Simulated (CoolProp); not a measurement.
Vapour-liquid equilibrium of n-decane (1) + n-dodecane (2) at 6.15 bar; x and y are mole fractions of (1).

Computed with CoolProp (multi-fluid Helmholtz-energy mixture model, Lemmon 2006 and Lemmon 2004; pair parameters Bell 2016).

Problem. Give the bubble temperature and the first vapour's composition at x = 0.15, 0.35, 0.85. Is there an azeotrope?

Solution. x = 0.15: 574.2 K, y = 0.227; x = 0.35: 563.5 K, y = 0.484; x = 0.85: 540.5 K, y = 0.913. No azeotrope shows between x = 0.05 and 0.95.

Pair parameters are fitted to limited data, so mixtures are less certain than the pure fluids.
